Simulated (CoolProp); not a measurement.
Computed with CoolProp (reference Helmholtz-energy equation of state, Gao 2022).

**Question.** For n-perfluorohexane, give the phase and the Z, cp (kJ/(kg K)), isothermal compressibility (1/MPa), expansivity (1/kK) at 176.85 °C and 35.6 bar.

**Answer.** 
- 176.85 °C and 35.6 bar: supercritical; Z 0.291, cp 1.32, isothermal compressibility 0.0544, expansivity 6.15
